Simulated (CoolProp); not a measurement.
Values from CoolProp's reference Helmholtz-energy equation of state, Lemmon 2005. It is a short technical equation, of lower accuracy than the large ones.

Question: For 1-butene, give the phase and the density (kg/m³), cp (kJ/(kg K)), Joule-Thomson coefficient (K/MPa), isothermal compressibility (1/MPa) at 442.6 K and 8270 kPa.

Answer: 
- 442.6 K and 8270 kPa: supercritical; density 366, cp 3.60, Joule-Thomson coefficient 1.96, isothermal compressibility 0.0525
